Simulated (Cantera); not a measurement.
A closed system holds: 1 mol Si₂H₆, 0.17 mol O₃, held at 1800 K and 0.133 bar.

These are equilibrium values from Cantera (NASA tables, ideal gas, pure condensed phases), not measurements of a reactor. Candidate condensed phases: H₂O, Si, SiO₂; 18 gas species. The feed counts by its element totals alone. Gases not in the tables: Si₂H₆ and higher silanes. Rates play no part.

Base state: H₂ 0.854, SiO 0.145, H 0.000906, SiH₂ 2.56e-5, Si 2.38e-5, H₂O 2.04e-5 (mole fractions); condensed: Si(l).

Question: What changes in the equilibrium state with this change: temperature from 1800 K to 1025 K?

Answer: 
| species | before | after |
|---|---|---|
| H₂ | 0.854 | 1.00 |
| H | 0.000906 | 1.19e-8 |
| SiO | 0.145 | 1.08e-8 |
| SiH₂ | 2.56e-5 | <1e-9 |
| Si | 2.38e-5 | <1e-9 |
| H₂O | 2.04e-5 | 1.78e-9 |
| Si(l), mol | 1.49 | 0 |
| Si(s), mol | 0 | 1.75 |
| SiO₂(β-quartz), mol | 0 | 0.255 |
Mutual solubility and eutectic melting of coexisting phases are not modelled.

Question: What changes in the equilibrium state with this change: 0.36 mol Cl₂ added?

Answer: 
| species | before | after |
|---|---|---|
| H₂ | 0.854 | 0.725 |
| SiO | 0.145 | 0.132 |
| HCl | 0 | 0.0991 |
| SiCl₂ | 0 | 0.0419 |
| SiCl₃ | 0 | 0.000898 |
| SiCl | 0 | 8.76e-5 |
| Cl | 0 | 8.73e-5 |
| Si(l), mol | 1.49 | 1.32 |
The tables' values for SiCl₃, SiCl are old estimates; treat these amounts as uncertain.

Question: What changes in the equilibrium state with this change: temperature from 1800 K to 1423 K?

Answer: 
```tsv
species	before	after
H₂	0.854	0.999
SiO	0.145	0.000884
H	0.000906	1.82e-5
Si	2.38e-5	1.15e-8
SiH₂	2.56e-5	5.26e-7
H₂O	2.04e-5	1.38e-6
Si(l), mol	1.49	0
Si(s), mol	0	1.74
SiO₂(β-quartz), mol	0	0.254
```
Mutual solubility and eutectic melting of coexisting phases are not modelled. The tables hold silica as quartz up to 1696 K and as liquid above; real silica turns to tridymite and cristobalite and melts near 1996 K.
